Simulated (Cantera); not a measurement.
Standard-state values (1 bar) from the NASA 1993 polynomials, evaluated with Cantera. Values are per mole of reaction as written; species without (g) are pure solids or liquids, kept so even where they would boil at 1 bar.

I₂ + Pb(g) ⇌ PbI₂(g)

```json
[
 {"T (K)": "300", "ΔH° (kJ)": "-198.4", "ΔS° (J/K)": "67.9", "ΔG° (kJ)": "-218.8", "log10 K": "38.09", "condensed phases": "I₂(s)"},
 {"T (K)": "375", "ΔH° (kJ)": "___", "ΔS° (J/K)": "___", "ΔG° (kJ)": "___", "log10 K": "___", "condensed phases": "I₂(s)"},
 {"T (K)": "400", "ΔH° (kJ)": "-216.4", "ΔS° (J/K)": "20.8", "ΔG° (kJ)": "-224.7", "log10 K": "29.35", "condensed phases": "I₂(l)"},
 {"T (K)": "425", "ΔH° (kJ)": "___", "ΔS° (J/K)": "___", "ΔG° (kJ)": "___", "log10 K": "___", "condensed phases": "I₂(l)"},
 {"T (K)": "450", "ΔH° (kJ)": "-218.5", "ΔS° (J/K)": "15.8", "ΔG° (kJ)": "-225.7", "log10 K": "26.19", "condensed phases": "I₂(l)"},
 {"T (K)": "475", "ΔH° (kJ)": "-219.6", "ΔS° (J/K)": "13.5", "ΔG° (kJ)": "-226.0", "log10 K": "24.86", "condensed phases": "I₂(l)"},
 {"T (K)": "500", "ΔH° (kJ)": "-220.7", "ΔS° (J/K)": "11.4", "ΔG° (kJ)": "-226.3", "log10 K": "23.64", "condensed phases": "I₂(l)"},
 {"T (K)": "525", "ΔH° (kJ)": "___", "ΔS° (J/K)": "___", "ΔG° (kJ)": "___", "log10 K": "___", "condensed phases": "I₂(l)"}
]
```

Task: Fill in the missing entries.

Result: 
- 375, ΔH° (kJ): -199.9
- 375, ΔS° (J/K): 63.5
- 375, ΔG° (kJ): -223.7
- 375, log10 K: 31.16
- 425, ΔH° (kJ): -217.5
- 425, ΔS° (J/K): 18.2
- 425, ΔG° (kJ): -225.2
- 425, log10 K: 27.68
- 525, ΔH° (kJ): -221.7
- 525, ΔS° (J/K): 9.3
- 525, ΔG° (kJ): -226.6
- 525, log10 K: 22.54
